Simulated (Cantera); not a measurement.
A closed system holds: 1 mol B, 0.88 mol H2O, 1.4 mol H2, held at 300 Pa.

Cantera equilibrium calculation (NASA polynomials, part measured and part estimated; ideal gas, pure solids and liquids). Candidate condensed phases: B, B2O3, B3O3H3, H2O; 23 gas species. The tables' values for BH2 are old estimates; treat these amounts as uncertain. Equilibrium is a limit: real reactors are often held back by kinetics, nucleation or transport.

Task: At 1700 °C, list the 4 most abundant gas species with their mole fractions, and the condensed phases.

Result: H2 0.732, HBO 0.127, B2O2 0.0625, BO 0.0545. Condensed: B(s).
